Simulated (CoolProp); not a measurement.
Vapour-liquid equilibrium of methanol (1) + dimethyl carbonate (2) at 439.9 K; x and y are mole fractions of (1).

The numbers come from the multi-fluid Helmholtz-energy mixture model, de Reuck 1993 and Zhou 2011; pair parameters Bell 2016 in CoolProp.

| x | bubble pressure (bar) | y at the bubble point | dew pressure at overall composition x (bar) | liquid density (mol/L) |
|---|---|---|---|---|
| 0.05 | 8.511 | 0.174 | 7.502 | 9.709 |
| 0.2 | 11.81 | 0.449 | 8.755 | 10.45 |
| 0.35 | 14.35 | 0.593 | 10.42 | 11.35 |
| 0.5 | 16.33 | 0.692 | 12.64 | 12.47 |
| 0.65 | 17.94 | 0.775 | 15.48 | 13.90 |
| 0.8 | 19.25 | 0.859 | 18.38 | 15.77 |
| 0.95 | 20.24 | 0.959 | 20.17 | 18.29 |

No azeotrope shows between x = 0.05 and 0.95.

Pair parameters are fitted to limited data, so mixtures are less certain than the pure fluids.
